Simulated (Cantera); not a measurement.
## Stirred combustor or abatement burner

A perfectly stirred reactor is fed with C2H6 : O2 : N2 : H2O = 1 : 3.18 : 12 : 1.1 (molar parts), at 4.93 atm; it is adiabatic with a 425 K inlet, and is followed from long to short residence time, starting on the burning branch (τ in s: 0.023, 0.012, 0.0061, 0.0032, 0.0017, 0.00086, 0.00045, 0.00023, 0.00012, 6.3e-05, 3.3e-05, 1.7e-05, 8.9e-06).

Computed with Cantera and GRI-Mech 3.0 (53 species, 325 reactions).

```csv
τ (s),T (K),x C2H6,x O2,x H2O,x NO,x CH3,x H2,x CH2CO
0.023,2223,4.15e-7,0.000576,0.213,0.000346,5.52e-6,0.0118,3.03e-7
0.012,2217,7.49e-7,0.000839,0.213,0.000349,7.83e-6,0.0121,5.31e-7
0.0061,2207,1.37e-6,0.00124,0.212,0.000346,1.10e-5,0.0124,9.18e-7
0.0032,2195,2.41e-6,0.00179,0.211,0.000337,1.52e-5,0.0128,1.50e-6
0.0017,2180,4.16e-6,0.00253,0.210,0.000321,2.12e-5,0.0133,2.38e-6
0.00086,2159,7.48e-6,0.00359,0.208,0.000294,3.11e-5,0.0140,3.87e-6
0.00045,2134,1.31e-5,0.00492,0.206,0.000262,4.66e-5,0.0148,6.19e-6
0.00023,2103,2.38e-5,0.00673,0.204,0.000221,7.48e-5,0.0157,1.03e-5
0.00012,2065,4.41e-5,0.00915,0.202,0.000177,0.000126,0.0167,1.78e-5
6.3e-5,2015,8.91e-5,0.0129,0.199,0.000126,0.000232,0.0176,3.41e-5
3.3e-5,425,0.0579,0.184,0.0637,<1e-12,<1e-12,<1e-12,<1e-12
1.7e-5,425,0.0579,0.184,0.0637,<1e-12,<1e-12,<1e-12,<1e-12
8.9e-6,425,0.0579,0.184,0.0637,<1e-12,<1e-12,<1e-12,<1e-12
```
x: mole fraction; the columns are a selection and need not sum to one.
